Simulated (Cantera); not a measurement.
Source: NASA polynomial tables (part measured, part estimated), evaluated in Cantera. Values are per mole of reaction as written; species without (g) are pure solids or liquids, kept so even where they would boil at 1 bar.

N(g) + 3 OH(g) + 2 V = NH₃(g) + V₂O₃

| T (K) | ΔH° (kJ) | ΔS° (J/K) | ΔG° (kJ) | log10 K |
|---|---|---|---|---|
| 300 | ? | ? | ? | ? |
| 1198 | -1845.5 | -462.7 | -1291.2 | 56.30 |
| 1248 | ? | ? | ? | ? |
| 1298 | -1843.0 | -460.7 | -1245.0 | 50.10 |
| 1348 | ? | ? | ? | ? |
| 1398 | -1840.2 | -458.7 | -1199.0 | 44.80 |
| 1448 | ? | ? | ? | ? |

Question: Complete the blanks.

Answer: 
- 300, ΔH° (kJ): -1855.5
- 300, ΔS° (J/K): -471.6
- 300, ΔG° (kJ): -1714.0
- 300, log10 K: 298.43
- 1248, ΔH° (kJ): -1844.2
- 1248, ΔS° (J/K): -461.7
- 1248, ΔG° (kJ): -1268.0
- 1248, log10 K: 53.07
- 1348, ΔH° (kJ): -1841.6
- 1348, ΔS° (J/K): -459.7
- 1348, ΔG° (kJ): -1222.0
- 1348, log10 K: 47.35
- 1448, ΔH° (kJ): -1838.8
- 1448, ΔS° (J/K): -457.7
- 1448, ΔG° (kJ): -1176.1
- 1448, log10 K: 42.43
